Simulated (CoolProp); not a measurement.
Properties of ammonia along the isobar 56.4 MPa (Tc = 132.4 °C, pc = 11.36 MPa, ω = 0.256).

Computed with CoolProp (reference Helmholtz-energy equation of state, Gao 2020).

| T (°C) | phase | speed of sound (m/s) | Joule-Thomson coefficient (K/MPa) | expansivity (1/kK) | conductivity (mW/(m K)) | Prandtl number |
|---|---|---|---|---|---|---|
| -12.55 | liquid | 1839 | -0.2000 | 1.562 | 674 | 1.59 |
| -2.05 | liquid | 1785 | -0.1929 | 1.608 | 644 | 1.49 |
| 8.45 | liquid | 1731 | -0.1848 | 1.658 | 615 | 1.41 |
| 18.95 | liquid | 1676 | -0.1758 | 1.712 | 588 | 1.34 |
| 29.45 | liquid | 1621 | -0.1656 | 1.770 | 561 | 1.29 |
| 39.95 | liquid | 1566 | -0.1541 | 1.833 | 536 | 1.24 |
| 50.45 | liquid | 1512 | -0.1412 | 1.901 | 511 | 1.20 |
| 60.95 | liquid | 1458 | -0.1265 | 1.976 | 488 | 1.16 |
| 71.45 | liquid | 1405 | -0.1100 | 2.057 | 465 | 1.13 |
| 81.95 | liquid | 1353 | -0.09129 | 2.145 | 444 | 1.11 |
| 92.45 | liquid | 1301 | -0.07020 | 2.242 | 423 | 1.09 |

Viscosity comes from a separate model (Fenghour 1995). Thermal conductivity comes from a separate model (Tufeu 1984).
